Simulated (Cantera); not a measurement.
Cantera run, input and output.

```python
import numpy as np
import cantera as ct

gas = ct.Solution("gri30.yaml")
gas.TPX = 1550, 1000000, {'CH4': 1, 'C2H6': 0.059, 'O2': 3.11, 'N2': 11.7, 'H2O': 0.5}
reactor = ct.IdealGasConstPressureReactor(gas, energy="on", clone=False)
net = ct.ReactorNet([reactor])
net.rtol, net.atol = 1e-08, 1e-16
show = ['CH4', 'C2H6', 'O2', 'HCN', 'CH2O', 'OH', 'CH2']
times = np.geomspace(4e-06, 8, 13)

steps = ct.SolutionArray(gas, extra=["t"])
rows = []
print(f"{'t/s':>10s}{'T/K':>9s}{'P/Pa':>11s}" + "".join(f"{s:>11s}" for s in show))
for t in times:
    while net.time < t:
        t_next = net.step()
        steps.append(gas.state, t=t_next)
    rows.append([np.interp(t, steps.t, y) for y in (steps.T, steps.P, *steps(*show).X.T)])
    print(f"{t:10.3e}{rows[-1][0]:9.1f}{rows[-1][1]:11.4g}" + "".join(f"{x:11.3e}" for x in rows[-1][2:]))
rate = np.gradient(steps.T, steps.t)
print("integrator steps:", len(steps.t))
if steps.T.max() > steps.T[0] + 200:
    print(f"time of steepest temperature rise: {steps.t[rate.argmax()]:.4e} s")
gas.TPX = 1550, 1000000, {'CH4': 1, 'C2H6': 0.059, 'O2': 3.11, 'N2': 11.7, 'H2O': 0.5}
gas.equilibrate("HP")
print(f"equilibrium (HP): T = {gas.T:.1f} K  " + "  ".join(f"{s} {gas[s].X[0]:.3e}" for s in show))
```

Output:

```
       t/s      T/K       P/Pa        CH4       C2H6         O2        HCN       CH2O         OH        CH2
 4.000e-06   1549.6      1e+06  6.104e-02  3.544e-03  1.899e-01  3.221e-15  2.000e-05  8.156e-07  8.526e-10
 1.340e-05   1551.5      1e+06  6.037e-02  3.397e-03  1.894e-01  1.864e-13  3.174e-04  4.092e-06  1.012e-08
 4.490e-05   1676.4      1e+06  4.179e-02  1.850e-03  1.699e-01  4.257e-10  3.427e-03  1.008e-04  9.457e-07
 1.504e-04   2722.1      1e+06  2.354e-16  8.178e-31  5.481e-02  8.032e-11  1.138e-10  1.352e-02  8.808e-16
 5.040e-04   2714.0      1e+06  2.332e-16  8.027e-31  5.225e-02  1.258e-10  1.118e-10  1.309e-02  8.223e-16
 1.688e-03   2704.6      1e+06  2.306e-16  7.844e-31  4.932e-02  1.700e-10  1.096e-10  1.260e-02  7.558e-16
 5.657e-03   2703.1      1e+06  2.302e-16  7.815e-31  4.885e-02  1.764e-10  1.093e-10  1.252e-02  7.454e-16
 1.895e-02   2703.1      1e+06  2.302e-16  7.815e-31  4.885e-02  1.764e-10  1.093e-10  1.252e-02  7.454e-16
 6.350e-02   2703.1      1e+06  2.302e-16  7.815e-31  4.885e-02  1.764e-10  1.093e-10  1.252e-02  7.454e-16
 2.127e-01   2703.1      1e+06  2.302e-16  7.815e-31  4.885e-02  1.764e-10  1.093e-10  1.252e-02  7.454e-16
 7.127e-01   2703.1      1e+06  2.302e-16  7.815e-31  4.885e-02  1.764e-10  1.093e-10  1.252e-02  7.454e-16
 2.388e+00   2703.1      1e+06  2.302e-16  7.815e-31  4.885e-02  1.764e-10  1.093e-10  1.252e-02  7.454e-16
 8.000e+00   2703.1      1e+06  2.302e-16  7.815e-31  4.885e-02  1.764e-10  1.093e-10  1.252e-02  7.454e-16
integrator steps: 1770
time of steepest temperature rise: 5.0854e-05 s
equilibrium (HP): T = 2703.1 K  CH4 3.128e-16  C2H6 1.273e-30  O2 4.885e-02  HCN 1.764e-10  CH2O 1.093e-10  OH 1.252e-02  CH2 9.505e-16
```

Cantera simulation using GRI-Mech 3.0 (53 species, 325 reactions); the numbers are that mechanism's predictions, not measurements.
